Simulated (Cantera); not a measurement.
Source: NASA polynomial tables (part measured, part estimated), evaluated in Cantera. Values are per mole of reaction as written; species without (g) are pure solids or liquids, kept so even where they would boil at 1 bar.

Between 300 and 575 K, where is each reaction favourable under standard conditions?
- AlCl3 + 3 H(g) ⇌ 3 HCl(g) + Al(g)


- AlCl3 + 3 H(g) ⇌ 3 HCl(g) + Al(g): ΔG° is 23 kJ at 300 K and -38 kJ at 575 K; it changes sign between 375 and 400 K. ΔH° is 52 kJ and ΔS° 156 J/K at 575 K.
